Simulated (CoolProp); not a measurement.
A Linde-Hampson liquefier for dry air: isothermal reversible compression at 250 K from 1 atm to 10 MPa, throttling to 1 atm, return gas leaving the recuperator 0 K below the feed. Each further row changes one setting.

The numbers come from the reference Helmholtz-energy equation of state, Lemmon 2000 in CoolProp. It is a pseudo-pure fit of the blend.

| case | liquid yield per pass | compression work (kJ/kg of gas) |
|---|---|---|
| as stated | ? | 324 |
| high pressure 20 MPa | 0.138 | ? |
| warm-end temperature 280 K | 0.058 | 366 |
| warm-end gap 5 K | ? | 324 |

Some entries are withheld; supply them.


- as stated, liquid yield per pass: 0.081
- high pressure 20 MPa, compression work (kJ/kg of gas): 371
- warm-end gap 5 K, liquid yield per pass: 0.068
